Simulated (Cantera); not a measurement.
# Equilibrium for silicon epitaxy and polysilicon growth: SiH2Cl2 + H2

Feed: 1 mol SiH2Cl2, a varied amount of H2, at 1123 K and 0.133 bar.

These are equilibrium values from Cantera (NASA tables, ideal gas, pure condensed phases), not measurements of a reactor. Candidate condensed phases: Si; 19 gas species. The tables' values for SiCl3 are old estimates; treat these amounts as uncertain. Kinetics and transport are ignored.

```
n(H2) (mol)   x H2   x SiCl4    x HCl  x SiHCl3   x SiCl3   x SiCl2  x SiH2Cl2  x SiH3Cl  n Si(s)
-----------  -----  --------  -------  --------  --------  --------  ---------  --------  -------
5.1          0.888    0.0467   0.0394    0.0181   0.00372   0.00369   0.000855   1.08e-5    0.514
8            0.915    0.0297   0.0357    0.0131   0.00265   0.00294   0.000703   1.01e-5    0.530
13           0.938    0.0171   0.0315   0.00874   0.00175   0.00223   0.000547   9.14e-6    0.556
20           0.953   0.00988   0.0277   0.00584   0.00116   0.00170   0.000422   8.17e-6    0.589
32           0.966   0.00502   0.0235   0.00354  0.000699   0.00121   0.000305   7.03e-6    0.637
50           0.974   0.00240   0.0196   0.00204  0.000401  0.000836   0.000213   5.92e-6    0.695
79           0.981  0.000977   0.0157   0.00104  0.000205  0.000534   0.000137   4.78e-6    0.765
120          0.986  0.000365   0.0123  0.000500   9.78e-5  0.000326    8.39e-5   3.77e-6    0.832
200          0.991   8.42e-5  0.00857  0.000167   3.26e-5  0.000157    4.05e-5   2.63e-6    0.902
310          0.994   1.93e-5  0.00594   5.55e-5   1.08e-5   7.51e-5    1.95e-5   1.83e-6    0.943
490          0.996   3.61e-6  0.00391   1.58e-5   3.07e-6   3.24e-5    8.44e-6   1.21e-6    0.968
```
x: gas mole fraction; n: condensed amount in mol.

From 5.1 mol H2 to 490 mol H2 the condensed part is Si(s). The main Si-bearing gas is SiCl4 at 5.1 mol H2 and SiCl2 at 490 mol H2. The share of Si in condensed phases is highest at 490 mol H2 (96.8 %) and lowest at 5.1 mol H2 (51.4 %).
